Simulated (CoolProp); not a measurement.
Vapour-liquid equilibrium of R22 (1) + R123 (2) at -23.15 °C; x and y are mole fractions of (1).

Model: multi-fluid Helmholtz-energy mixture model, Kamei 1995 and Younglove 1994; pair parameters Bell 2016, in CoolProp.

### Question
Give the bubble pressure and the first vapour's composition at x = 0.5, 0.65, 0.8. Is there an azeotrope?

### Answer
x = 0.5: 0.1162 MPa, y = 0.954; x = 0.65: 0.1465 MPa, y = 0.973; x = 0.8: 0.1759 MPa, y = 0.986. No azeotrope shows between x = 0.05 and 0.95.

The pair parameters rest on a limited set of measurements; away from them the model extrapolates. The gap from Raoult's law changes sign with composition, which may be real or a fault of the pair parameters; it wasn't checked against measurements.
